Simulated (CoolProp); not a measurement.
Oxygen at 298.15 K and 0.199 MPa is throttled through a valve to 0.106 MPa with no heat exchange. Each further row changes one setting.

The numbers come from the reference Helmholtz-energy equation of state, Schmidt 1985 in CoolProp.

```tsv
case	temperature change (K)	final density (kg/m³)
as stated	-0.2	1.37
outlet pressure 0.0318 MPa	?	?
outlet pressure 0.138 MPa	-0.2	?
```

**Question.** Some entries are withheld; supply them.

**Answer.** 
- outlet pressure 0.0318 MPa, temperature change (K): -0.4
- outlet pressure 0.0318 MPa, final density (kg/m³): 0.411
- outlet pressure 0.138 MPa, final density (kg/m³): 1.78
